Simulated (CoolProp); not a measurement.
Model: reference Helmholtz-energy equation of state, Zhou 2016, in CoolProp.

Problem. For R245ca, give the phase and the density (kg/m³), cp (kJ/(kg K)), expansivity (1/kK), fugacity coefficient at 89.65 °C and 4770 kPa; 100.65 °C and 4770 kPa.

Solution. 
- 89.65 °C and 4770 kPa: liquid; density 1230, cp 1.48, expansivity 2.41, fugacity coefficient 0.153
- 100.65 °C and 4770 kPa: liquid; density 1200, cp 1.51, expansivity 2.63, fugacity coefficient 0.192
